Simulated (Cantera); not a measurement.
Feed: 1 mol FeS, 2.6 mol SO2, 3.6 mol H2O, held at 100 Torr.

Method: chemical equilibrium by Gibbs-energy minimisation in Cantera with the NASA 1993 tables (ideal gas, pure condensed phases). Candidate condensed phases: Fe, FeO, Fe(OH)2, Fe(OH)3, FeS, FeSO4, FeS2, Fe2O3, Fe2(SO4)3, Fe3O4, H2O, H2SO4, S; 22 gas species. Metal and sulfide melt together well below either melting point, which pure phases cannot show. Mutual solubility and eutectic melting of coexisting phases are not modelled. The tables' stoichiometric FeO is somewhat more stable than real wüstite, so its field is too wide. FeO, FeS: taken at fixed stoichiometry. Gases not in the tables: S3 to S7. Kinetics and transport are ignored.

x: gas mole fraction; n: condensed amount in mol.

```json
[
 {"T (°C)": "427", "x H2O": "0.604", "x SO2": "0.395", "x S2": "0.000163", "x H2": "1.82e-5", "x SO": "1.46e-8", "x H2S": "0.00114", "x SH": "9.46e-10", "n FeS2(s)": "0.620", "n Fe3O4(s)": "0.127", "n FeS(s)": "0", "n FeO(s)": "0", "n FeO(l)": "0"},
 {"T (°C)": "527", "x H2O": "0.598", "x SO2": "0.393", "x S2": "0.00259", "x H2": "0.000146", "x SO": "3.98e-7", "x H2S": "0.00544", "x SH": "5.33e-8", "n FeS2(s)": "0.594", "n Fe3O4(s)": "0.135", "n FeS(s)": "0", "n FeO(s)": "0", "n FeO(l)": "0"},
 {"T (°C)": "627", "x H2O": "0.569", "x SO2": "0.409", "x S2": "0.0106", "x H2": "0.000584", "x SO": "4.41e-6", "x H2S": "0.00990", "x SH": "7.53e-7", "n FeS2(s)": "0", "n Fe3O4(s)": "0.0466", "n FeS(s)": "0.860", "n FeO(s)": "0", "n FeO(l)": "0"},
 {"T (°C)": "727", "x H2O": "0.567", "x SO2": "0.402", "x S2": "0.0177", "x H2": "0.00162", "x SO": "2.52e-5", "x H2S": "0.0107", "x SH": "4.39e-6", "n FeS2(s)": "0", "n Fe3O4(s)": "0.0670", "n FeS(s)": "0.799", "n FeO(s)": "0", "n FeO(l)": "0"},
 {"T (°C)": "827", "x H2O": "0.562", "x SO2": "0.394", "x S2": "0.0269", "x H2": "0.00376", "x SO": "0.000105", "x H2S": "0.0114", "x SH": "1.86e-5", "n FeS2(s)": "0", "n Fe3O4(s)": "0.0934", "n FeS(s)": "[?]", "n FeO(s)": "0", "n FeO(l)": "0"},
 {"T (°C)": "927", "x H2O": "0.556", "x SO2": "0.384", "x S2": "0.0378", "x H2": "0.00762", "x SO": "0.000341", "x H2S": "0.0121", "x SH": "6.20e-5", "n FeS2(s)": "0", "n Fe3O4(s)": "0.126", "n FeS(s)": "[?]", "n FeO(s)": "0", "n FeO(l)": "0"},
 {"T (°C)": "1027", "x H2O": "0.547", "x SO2": "0.374", "x S2": "0.0502", "x H2": "0.0138", "x SO": "0.000921", "x H2S": "0.0126", "x SH": "0.000171", "n FeS2(s)": "0", "n Fe3O4(s)": "0.163", "n FeS(s)": "[?]", "n FeO(s)": "0", "n FeO(l)": "0"},
 {"T (°C)": "1127", "x H2O": "0.520", "x SO2": "0.354", "x S2": "0.0809", "x H2": "0.0240", "x SO": "0.00225", "x H2S": "0.0152", "x SH": "0.000467", "n FeS2(s)": "0", "n Fe3O4(s)": "0", "n FeS(s)": "[?]", "n FeO(s)": "0.868", "n FeO(l)": "0"},
 {"T (°C)": "1227", "x H2O": "0.504", "x SO2": "0.345", "x S2": "0.0917", "x H2": "0.0361", "x SO": "0.00460", "x H2S": "0.0145", "x SH": "0.000932", "n FeS2(s)": "0", "n Fe3O4(s)": "0", "n FeS(s)": "0", "n FeO(s)": "1.000", "n FeO(l)": "0"},
 {"T (°C)": "1327", "x H2O": "0.490", "x SO2": "0.348", "x S2": "0.0882", "x H2": "0.0492", "x SO": "0.00839", "x H2S": "0.0123", "x SH": "0.00155", "n FeS2(s)": "0", "n Fe3O4(s)": "0", "n FeS(s)": "0", "n FeO(s)": "1.000", "n FeO(l)": "0"},
 {"T (°C)": "1427", "x H2O": "0.473", "x SO2": "0.349", "x S2": "0.0834", "x H2": "0.0638", "x SO": "0.0142", "x H2S": "0.0104", "x SH": "0.00238", "n FeS2(s)": "0", "n Fe3O4(s)": "0", "n FeS(s)": "0", "n FeO(s)": "0", "n FeO(l)": "1.000"},
 {"T (°C)": "1527", "x H2O": "0.455", "x SO2": "0.350", "x S2": "0.0773", "x H2": "0.0792", "x SO": "0.0224", "x H2S": "0.00870", "x SH": "0.00341", "n FeS2(s)": "0", "n Fe3O4(s)": "0", "n FeS(s)": "0", "n FeO(s)": "0", "n FeO(l)": "0.999"}
]
```

Task: Some entries are withheld; supply them.

Result: 
- 827, n FeS(s): 0.720
- 927, n FeS(s): 0.623
- 1027, n FeS(s): 0.510
- 1127, n FeS(s): 0.132
